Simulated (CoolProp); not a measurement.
Vapour-liquid equilibrium of fluoroethane (R161) (1) + R134a (2) at 0.788 MPa; x and y are mole fractions of (1).

The numbers come from the multi-fluid Helmholtz-energy mixture model, Wu 2012 and Tillner-Roth 1994; pair parameters Bell 2016 in CoolProp.

```json
[
 {"x": "0.05", "bubble temperature (K)": "303.5", "y at the bubble point": "0.059", "dew temperature at overall composition x (K)": "303.6", "liquid density (mol/L)": "11.75"},
 {"x": "0.125", "bubble temperature (K)": "302.9", "y at the bubble point": "0.147", "dew temperature at overall composition x (K)": "303.0", "liquid density (mol/L)": "11.97"},
 {"x": "0.2", "bubble temperature (K)": "302.2", "y at the bubble point": "0.235", "dew temperature at overall composition x (K)": "302.4", "liquid density (mol/L)": "12.20"},
 {"x": "0.275", "bubble temperature (K)": "301.4", "y at the bubble point": "0.320", "dew temperature at overall composition x (K)": "301.8", "liquid density (mol/L)": "12.44"},
 {"x": "0.35", "bubble temperature (K)": "300.6", "y at the bubble point": "0.404", "dew temperature at overall composition x (K)": "301.1", "liquid density (mol/L)": "12.68"},
 {"x": "0.425", "bubble temperature (K)": "299.8", "y at the bubble point": "0.486", "dew temperature at overall composition x (K)": "300.4", "liquid density (mol/L)": "12.93"},
 {"x": "0.5", "bubble temperature (K)": "298.9", "y at the bubble point": "0.565", "dew temperature at overall composition x (K)": "299.7", "liquid density (mol/L)": "13.18"},
 {"x": "0.575", "bubble temperature (K)": "298.0", "y at the bubble point": "0.641", "dew temperature at overall composition x (K)": "298.8", "liquid density (mol/L)": "13.44"},
 {"x": "0.65", "bubble temperature (K)": "297.1", "y at the bubble point": "0.714", "dew temperature at overall composition x (K)": "297.9", "liquid density (mol/L)": "13.71"},
 {"x": "0.725", "bubble temperature (K)": "296.1", "y at the bubble point": "0.783", "dew temperature at overall composition x (K)": "297.0", "liquid density (mol/L)": "13.98"},
 {"x": "0.8", "bubble temperature (K)": "295.1", "y at the bubble point": "0.848", "dew temperature at overall composition x (K)": "295.9", "liquid density (mol/L)": "14.26"},
 {"x": "0.875", "bubble temperature (K)": "294.1", "y at the bubble point": "0.909", "dew temperature at overall composition x (K)": "294.7", "liquid density (mol/L)": "14.55"},
 {"x": "0.95", "bubble temperature (K)": "293.1", "y at the bubble point": "0.965", "dew temperature at overall composition x (K)": "293.4", "liquid density (mol/L)": "14.84"}
]
```

No azeotrope shows between x = 0.05 and 0.95.

The pair parameters rest on a limited set of measurements; away from them the model extrapolates.
